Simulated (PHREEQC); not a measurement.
Consider water at 25 °C with 9.5 mmol/kgw HF, 0.2 mmol/kgw (NH4)2SiF6 and 1.1 mmol/kgw HBF4. Closed to the air; pH follows from the charge balance.

All values are PHREEQC results (ion-association model, phreeqc.dat), not measurements.

| quantity | before | after |
|---|---|---|
| pH | 2.54 | 2.74 |
| ionic strength (mol/kgw) | 0.00364 | 0.00221 |
| F- (mol/kgw) | 0.00190 | 0.00144 |
| HF2- (mol/kgw) | 5.58e-5 | 2.06e-5 |
| H4SiO4 (mol/kgw) | 4.76e-8 | 7.51e-7 |
| SI of Quartz (SiO2) | -3.34 | -2.14 |

**Question.** Which change was made?
(A) HF replaced by NaF at the same molality
(B) temperature from 25 to 65 °C
(C) HBF4 left out
(D) (NH4)2SiF6 from 0.0002 to 0.00018 mol/kgw
(E) diluted 2-fold with water

**Answer.** E, diluted 2-fold with water

This is a speciation only: nothing precipitates in the calculation. SiF6-2 is the database's only silicon fluoride. Real BF4- forms and hydrolyses slowly; the run takes it at equilibrium.
